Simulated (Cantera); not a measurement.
Input (Python, Cantera) and output of one run.

```python
import numpy as np
import cantera as ct

gas_names = """
    C CN CO CO2 C2 CCN CNC C2N2 C2O C3 C3O2 C4 C4N2 C5 N NCO NO NO2 NO3 N2 N2O O O2 O3 Pb PbO Pb2
""".split()
cond_names = """
    C(gr) Pb(cr) Pb(L) PbO(rd) PbO(yw) PbO(L) PbO2(s) Pb3O4(s)
""".split()


# ... load() reads the species with a 1 bar reference pressure and builds the phases ...
atoms = {
    'Pb': {'Pb': 1},
    'CO': {'C': 1, 'O': 1},
    'N2': {'N': 2},
}
top_T = {'C(gr)': 4500, 'Pb3O4(s)': 820}  # K; cautious upper limits of use, not melting points


# ... equilibrate(T, P, feed) seeds the gas with the atoms and calls Mixture.equilibrate('TP', solver="vcs", rtol=1e-11, max_steps=5000) ...
results = []
feed = {'Pb': 1, 'CO': 0.91, 'N2': 31}  # mol
P = 10000  # Pa
for T in [1023, 1048, 1073, 1098, 1123, 1148, 1173, 1198, 1223, 1248, 1273, 1298]:
    mix = equilibrate(T, P, feed)
    results.append((T, P, feed, dict(zip(mix.species_names, mix.species_moles))))
    x = sorted(zip(gas.X, gas.species_names), reverse=True)
    print(f"T = {T:g} K  P = {P:g} Pa  gas = {mix.phase_moles(0):.4g} mol")
    print("   x: " + "  ".join(f"{s} {v:.3e}" for v, s in x if v > 1e-05))
    print("   condensed (mol): " + ("  ".join(f"{mix.phase(i).name} {mix.phase_moles(i):.4g}"
          for i in range(1, mix.n_phases) if mix.phase_moles(i) > 1e-12) or "none"))
```

Output:

```
T = 1023 K  P = 10000 Pa  gas = 31.92 mol
   x: N2 9.713e-01  CO 2.845e-02  Pb 2.666e-04  CO2 2.896e-05
   condensed (mol): C(gr) 0.0009243  Pb(L) 0.9915
T = 1048 K  P = 10000 Pa  gas = 31.92 mol
   x: N2 9.711e-01  CO 2.847e-02  Pb 4.469e-04  CO2 1.798e-05
   condensed (mol): C(gr) 0.0005741  Pb(L) 0.9857
T = 1073 K  P = 10000 Pa  gas = 31.93 mol
   x: N2 9.708e-01  CO 2.847e-02  Pb 7.308e-04  CO2 1.142e-05
   condensed (mol): C(gr) 0.0003646  Pb(L) 0.9767
T = 1098 K  P = 10000 Pa  gas = 31.95 mol
   x: N2 9.704e-01  CO 2.847e-02  Pb 1.168e-03
   condensed (mol): C(gr) 0.0002364  Pb(L) 0.9627
T = 1123 K  P = 10000 Pa  gas = 31.97 mol
   x: N2 9.697e-01  CO 2.846e-02  Pb 1.827e-03
   condensed (mol): C(gr) 0.0001563  Pb(L) 0.9416
T = 1148 K  P = 10000 Pa  gas = 32 mol
   x: N2 9.688e-01  CO 2.843e-02  Pb 2.802e-03
   condensed (mol): C(gr) 0.0001052  Pb(L) 0.9103
T = 1173 K  P = 10000 Pa  gas = 32.05 mol
   x: N2 9.674e-01  CO 2.839e-02  Pb 4.218e-03
   condensed (mol): C(gr) 7.206e-05  Pb(L) 0.8648
T = 1198 K  P = 10000 Pa  gas = 32.11 mol
   x: N2 9.654e-01  CO 2.834e-02  Pb 6.238e-03
   condensed (mol): C(gr) 5.012e-05  Pb(L) 0.7997
T = 1223 K  P = 10000 Pa  gas = 32.2 mol
   x: N2 9.627e-01  CO 2.826e-02  Pb 9.075e-03
   condensed (mol): C(gr) 3.537e-05  Pb(L) 0.7077
T = 1248 K  P = 10000 Pa  gas = 32.33 mol
   x: N2 9.589e-01  CO 2.815e-02  Pb 1.300e-02
   condensed (mol): C(gr) 2.529e-05  Pb(L) 0.5796
T = 1273 K  P = 10000 Pa  gas = 32.51 mol
   x: N2 9.536e-01  CO 2.799e-02  Pb 1.836e-02
   condensed (mol): C(gr) 1.831e-05  Pb(L) 0.4031
T = 1298 K  P = 10000 Pa  gas = 32.75 mol
   x: N2 9.466e-01  CO 2.779e-02  Pb 2.557e-02
   condensed (mol): C(gr) 1.339e-05  Pb(L) 0.1625
```

Equilibrium computed with Cantera from the NASA thermochemical tables; the gas is ideal and each condensed phase is pure.
